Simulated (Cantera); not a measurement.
Mixture: CH4 : O2 : N2 = 1 : 4.44 : 16.7 (molar parts), at 3.80 bar, adiabatic and at constant volume. Ignition delay is the time to a rise of 400 K.

Model: GRI-Mech 3.0 (53 species, 325 reactions), integrated in Cantera.

**Question.** What does this change do: pressure from 3.80 bar to 5.00 bar?

**Answer.** 
```csv
quantity,before,after
delay at 1050 K,76.4 ms,57.2 ms
delay at 1150 K,17.2 ms,13.0 ms
delay at 1250 K,4.56 ms,3.52 ms
delay at 1350 K,1.39 ms,1.09 ms
delay at 1450 K,0.483 ms,0.385 ms
delay at 1550 K,0.191 ms,0.153 ms
delay at 1650 K,85.9 µs,68.7 µs
apparent activation energy between 1450 and 1650 K,170 kJ/mol,170 kJ/mol
```

**Question.** What does this change do: constant pressure in place of constant volume?

**Answer.** 
| quantity | before | after |
|---|---|---|
| delay at 1050 K | 76.4 ms | 78.3 ms |
| delay at 1150 K | 17.2 ms | 17.7 ms |
| delay at 1250 K | 4.56 ms | 4.72 ms |
| delay at 1350 K | 1.39 ms | 1.45 ms |
| delay at 1450 K | 0.483 ms | 0.505 ms |
| delay at 1550 K | 0.191 ms | 0.200 ms |
| delay at 1650 K | 85.9 µs | 90.3 µs |
| apparent activation energy between 1450 and 1650 K | 170 kJ/mol | 170 kJ/mol |
